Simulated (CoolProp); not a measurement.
Aqueous lithium chloride as a coolant, 18 % by mass, freezing at -34.9 °C, 1 atm.

Values from CoolProp's Melinder's fits for secondary coolants.

```tsv
T (°C)	density (kg/m³)	cp (kJ/(kg K))	conductivity (W/(m K))	viscosity (mPa s)
-23.9	1111	3.095	0.495	8.47
-18.8	1111	[?]	0.502	6.66
-13.6	1110	3.150	0.509	5.34
-8.5	1109	3.177	0.516	4.38
-3.3	1109	3.205	0.524	[?]
1.8	1108	3.232	0.531	3.10
7	1106	3.259	0.538	2.67
12.1	1105	3.286	0.545	2.34
17.3	1104	3.314	0.553	2.06
22.4	1102	3.341	0.560	1.84
27.6	1101	3.368	0.567	1.65
32.7	1099	3.395	0.574	1.49
37.9	1097	3.422	[?]	[?]
```

Q: Some entries are withheld; supply them.

A: 
- -18.8, cp (kJ/(kg K)): 3.123
- -3.3, viscosity (mPa s): 3.65
- 37.9, conductivity (W/(m K)): 0.581
- 37.9, viscosity (mPa s): 1.35
